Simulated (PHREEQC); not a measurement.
A solution holds 0.02 mol/kgw CaCl2, 0.011 mol/kgw CO2 and 0.0033 mol/kgw MgSO4, at 25 °C. Closed to the air; pH follows from the charge balance.

Equilibrium calculation in PHREEQC: ion-association model, phreeqc.dat.

| quantity | before | after |
|---|---|---|
| pH | 4.14 | 4.15 |
| ionic strength (mol/kgw) | 0.0677 | 0.0749 |
| Mg+2 (mol/kgw) | 0.00305 | 0.00572 |
| MgSO4 (mol/kgw) | 0.000252 | 0.000874 |
| HCO3- (mol/kgw) | 8.37e-5 | 8.70e-5 |

Problem. What was changed between the two runs?
A. diluted 10-fold with water
B. temperature from 25 to 85 °C
C. CaCl2 replaced by KCl at the same molality
D. CaCl2 left out
E. MgSO4 from 0.0033 to 0.0066 mol/kgw

Solution. E, MgSO4 from 0.0033 to 0.0066 mol/kgw

Precipitation was switched off in this run.
